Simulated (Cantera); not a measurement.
**Adiabatic ignition**

An adiabatic, constant-pressure homogeneous reactor starts with 5.31 % CO, 0.437 % H₂, 2.62 % CH₄, 16.7 % O₂, 62.7 % N₂, 12.2 % CO₂, equivalence ratio 0.49, at 1598 K and 10.9 atm.

Computed with Cantera and GRI-Mech 3.0 (53 species, 325 reactions).

```
t (s)     T (K)     x CO      x H₂   x CH₄      x NO    x C₂H₂
--------  -----  -------  --------  ------  --------  --------
5.00e-6    1598   0.0530   0.00437  0.0262    <1e-12  7.85e-12
1.06e-5    1599   0.0530   0.00435  0.0260  4.22e-12  7.87e-10
2.25e-5    1610   0.0530   0.00436  0.0240  9.44e-11   4.01e-7
4.78e-5    2311   0.0213  0.000802  <1e-12   3.27e-5    <1e-12
0.000101   2440  0.00608  0.000273  <1e-12  0.000138    <1e-12
0.000215   2444  0.00554  0.000256  <1e-12  0.000313    <1e-12
0.000457   2444  0.00552  0.000255  <1e-12  0.000675    <1e-12
0.000971   2442  0.00550  0.000254  <1e-12   0.00142    <1e-12
0.00206    2440  0.00545  0.000252  <1e-12   0.00286    <1e-12
0.00437    2436  0.00536  0.000249  <1e-12   0.00535    <1e-12
0.00928    2430  0.00525  0.000244  <1e-12   0.00857    <1e-12
0.0197     2426  0.00517  0.000241  <1e-12    0.0109    <1e-12
0.0418     2425  0.00515  0.000240  <1e-12    0.0114    <1e-12
0.0888     2425  0.00515  0.000240  <1e-12    0.0115    <1e-12
0.188      2425  0.00515  0.000240  <1e-12    0.0115    <1e-12
0.400      2425  0.00515  0.000240  <1e-12    0.0115    <1e-12
```
x: mole fraction; the columns are a selection and need not sum to one.

```
Property                                                               Value
---------------------------------  -----------------------------------------
time of steepest temperature rise                                    36.0 µs
temperature at 0.400 s                                                2425 K
equilibrium temperature                                               2425 K
x(CO) at 0.400 s                     0.00515 (gas-phase equilibrium 0.00515)
x(H₂) at 0.400 s                   0.000240 (gas-phase equilibrium 0.000240)
x(CH₄) at 0.400 s                      <1e-12 (gas-phase equilibrium <1e-12)
```
